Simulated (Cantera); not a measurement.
**Gas-phase reforming**

An isothermal, constant-pressure homogeneous reactor starts with CH4 : H2O : H2 = 1 : 1.4 : 0.3 (molar parts), at 1973 K and 760 Torr.

Model: GRI-Mech 3.0 (53 species, 325 reactions), integrated in Cantera.

| t (s) | x CH4 | x H2O | x H2 | x O2 | x H |
|---|---|---|---|---|---|
| 7.00e-5 | 0.244 | 0.477 | 0.225 | 1.99e-8 | 0.000492 |
| 0.000246 | 0.125 | 0.420 | 0.359 | 2.14e-8 | 0.000689 |
| 0.000863 | 0.0496 | 0.374 | 0.452 | 1.34e-8 | 0.000875 |
| 0.00303 | 0.0222 | 0.318 | 0.514 | 9.81e-9 | 0.00101 |
| 0.0106 | 0.0152 | 0.232 | 0.584 | 5.14e-9 | 0.00107 |
| 0.0374 | 0.00847 | 0.144 | 0.654 | 2.08e-9 | 0.00111 |
| 0.131 | 0.00284 | 0.0918 | 0.696 | 9.15e-10 | 0.00113 |
| 0.461 | 0.000115 | 0.0800 | 0.706 | 7.03e-10 | 0.00113 |
| 1.62 | 4.59e-8 | 0.0798 | 0.706 | 7.03e-10 | 0.00113 |
| 5.68 | 4.59e-8 | 0.0798 | 0.706 | 7.03e-10 | 0.00113 |
| 19.9 | 4.59e-8 | 0.0798 | 0.706 | 7.03e-10 | 0.00113 |
| 70.0 | 4.59e-8 | 0.0798 | 0.706 | 7.03e-10 | 0.00113 |
x: mole fraction; the columns are a selection and need not sum to one.

Equilibrium at this temperature and pressure: CH4 5.51e-8, H2O 0.0798, H2 0.706, O2 7.03e-10, H 0.00113 (gas phase only).
